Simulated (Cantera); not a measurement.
What does this Cantera script print?

```python
import numpy as np
import cantera as ct

gas = ct.Solution("gri30.yaml")
gas.TPX = 1648, 880000, {'CH4': 1, 'CO': 0.89, 'O2': 1.11, 'N2': 3.78}
reactor = ct.IdealGasReactor(gas, energy="on", clone=False)
net = ct.ReactorNet([reactor])
net.rtol, net.atol = 1e-08, 1e-16
show = ['CH4', 'CO', 'O2', 'H2', 'N2O']
times = np.geomspace(4e-06, 3, 15)

steps = ct.SolutionArray(gas, extra=["t"])
rows = []
print(f"{'t/s':>10s}{'T/K':>9s}{'P/Pa':>11s}" + "".join(f"{s:>11s}" for s in show))
for t in times:
    while net.time < t:
        t_next = net.step()
        steps.append(gas.state, t=t_next)
    rows.append([np.interp(t, steps.t, y) for y in (steps.T, steps.P, *steps(*show).X.T)])
    print(f"{t:10.3e}{rows[-1][0]:9.1f}{rows[-1][1]:11.4g}" + "".join(f"{x:11.3e}" for x in rows[-1][2:]))
rate = np.gradient(steps.T, steps.t)
print("integrator steps:", len(steps.t))
if steps.T.max() > steps.T[0] + 200:
    print(f"time of steepest temperature rise: {steps.t[rate.argmax()]:.4e} s")
gas.TPX = 1648, 880000, {'CH4': 1, 'CO': 0.89, 'O2': 1.11, 'N2': 3.78}
gas.equilibrate("UV")
print(f"equilibrium (UV): T = {gas.T:.1f} K  " + "  ".join(f"{s} {gas[s].X[0]:.3e}" for s in show))
```

Output:

```
       t/s      T/K       P/Pa        CH4         CO         O2         H2        N2O
 4.000e-06   1647.9    8.8e+05  1.474e-01  1.312e-01  1.637e-01  2.047e-05  1.699e-10
 1.051e-05   1648.7  8.804e+05  1.470e-01  1.312e-01  1.635e-01  9.509e-05  6.519e-10
 2.763e-05   1657.2   8.85e+05  1.449e-01  1.311e-01  1.623e-01  6.022e-04  3.297e-09
 7.261e-05   1855.9  1.003e+06  1.078e-01  1.370e-01  1.353e-01  1.756e-02  6.907e-08
 1.908e-04   2987.8  1.822e+06  7.269e-10  2.155e-01  9.857e-05  1.263e-01  1.503e-07
 5.015e-04   2987.6  1.821e+06  7.285e-10  2.155e-01  9.838e-05  1.263e-01  1.527e-07
 1.318e-03   2987.6  1.821e+06  7.285e-10  2.155e-01  9.838e-05  1.263e-01  1.527e-07
 3.464e-03   2987.6  1.821e+06  7.285e-10  2.155e-01  9.838e-05  1.263e-01  1.527e-07
 9.104e-03   2987.6  1.821e+06  7.285e-10  2.155e-01  9.838e-05  1.263e-01  1.527e-07
 2.393e-02   2987.6  1.821e+06  7.285e-10  2.155e-01  9.838e-05  1.263e-01  1.527e-07
 6.288e-02   2987.6  1.821e+06  7.285e-10  2.155e-01  9.838e-05  1.263e-01  1.527e-07
 1.653e-01   2987.6  1.821e+06  7.285e-10  2.155e-01  9.838e-05  1.263e-01  1.527e-07
 4.343e-01   2987.6  1.821e+06  7.285e-10  2.155e-01  9.838e-05  1.263e-01  1.527e-07
 1.141e+00   2987.6  1.821e+06  7.285e-10  2.155e-01  9.838e-05  1.263e-01  1.527e-07
 3.000e+00   2987.6  1.821e+06  7.285e-10  2.155e-01  9.838e-05  1.263e-01  1.527e-07
integrator steps: 1785
time of steepest temperature rise: 7.7158e-05 s
equilibrium (UV): T = 2987.6 K  CH4 8.138e-10  CO 2.155e-01  O2 9.838e-05  H2 1.263e-01  N2O 1.527e-07
```

Model: GRI-Mech 3.0 (53 species, 325 reactions), integrated in Cantera.
